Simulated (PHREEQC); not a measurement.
Make-up at 20 °C: 0.015 mol/kgw CdSO4 and 0.054 mol/kgw H2SO4. Closed to the air; pH follows from the charge balance.

The numbers come from PHREEQC with the ion-association model, phreeqc.dat.

Precipitation was switched off in this run.

Predict the pH, density, ionic strength.

pH 1.26; density 1.004 g/cm³; ionic strength 0.111 mol/kgw.

In which forms is Cd present?

Cd+2 55 %, CdSO4 37 %, Cd(SO4)2-2 8.2 % of the Cd.

Complexes and solids missing from the database can't appear.
